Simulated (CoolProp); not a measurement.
Vapour-liquid equilibrium of acetone (1) + dimethyl carbonate (2) at 0.342 bar; x and y are mole fractions of (1).

Values from CoolProp's multi-fluid Helmholtz-energy mixture model, Lemmon 2006 and Zhou 2011; pair parameters Bell 2016.

Problem. Give the bubble temperature and the first vapour's composition at x = 0.2, 0.275, 0.725. Is there an azeotrope?

Solution. x = 0.2: 321.7 K, y = 0.479; x = 0.275: 318.8 K, y = 0.580; x = 0.725: 306.2 K, y = 0.905. No azeotrope shows between x = 0.05 and 0.95.

Pair parameters are fitted to limited data, so mixtures are less certain than the pure fluids.
